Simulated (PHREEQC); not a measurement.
Dissolve 0.2 mol/kgw Na2SO4 and 1.3 mol/kgw NaCl at 36 °C. Closed to the air; pH follows from the charge balance.

Equilibrium calculation in PHREEQC: Pitzer model, pitzer.dat.

The ionic strength comes out as 1.90 mol/kgw. What activity coefficients do SO4-2, Cl-, Na+ get?

SO4-2 0.042, Cl- 0.58, Na+ 0.68. Single-ion values are on the MacInnes scale.

Precipitation was switched off in this run. At this temperature some constants are extrapolated from 25 °C, and those without enthalpy data are left unchanged.
